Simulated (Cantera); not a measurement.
# Roasting and sulfation: Fe₂O₃ + SO₂ + CO₂

Feed: 1 mol Fe₂O₃, 1.4 mol SO₂, 6.7 mol CO₂, at 1.00 bar.

These are equilibrium values from Cantera (NASA tables, ideal gas, pure condensed phases), not measurements of a reactor. Candidate condensed phases: C, Fe, Fe(CO)₅, FeO, FeS, FeSO₄, FeS₂, Fe₂O₃, Fe₂(SO₄)₃, Fe₃O₄, S; 25 gas species. Mutual solubility and eutectic melting of coexisting phases are not modelled. Kinetics and transport are ignored.

From 1473 K to 1548 K the condensed part is Fe₂O₃(s) + Fe₃O₄(s). From 1573 K to 1698 K the condensed part is Fe₃O₄(s).

| T (K) | log p CO₂ | log p SO₂ | log p O₂ | log p SO₃ | n Fe₂O₃(s) | n Fe₃O₄(s) |
|---|---|---|---|---|---|---|
| 1473 | -0.08 | -0.76 | -2.57 | -3.42 | 0.862 | 0.0922 |
| 1498 | -0.08 | -0.77 | -2.30 | -3.34 | 0.743 | 0.171 |
| 1523 | -0.09 | -0.77 | -2.03 | -3.26 | 0.530 | 0.313 |
| 1548 | -0.09 | -0.77 | -1.77 | -3.19 | 0.149 | 0.567 |
| 1573 | -0.09 | -0.77 | -1.70 | -3.20 | 0 | 0.667 |
| 1598 | -0.09 | -0.77 | -1.70 | -3.25 | 0 | 0.667 |
| 1623 | -0.09 | -0.77 | -1.70 | -3.30 | 0 | 0.667 |
| 1648 | -0.09 | -0.77 | -1.70 | -3.35 | 0 | 0.667 |
| 1673 | -0.09 | -0.77 | -1.70 | -3.39 | 0 | 0.667 |
| 1698 | -0.09 | -0.77 | -1.70 | -3.43 | 0 | 0.667 |
log p: log10 of the partial pressure in bar; n: condensed amount in mol.
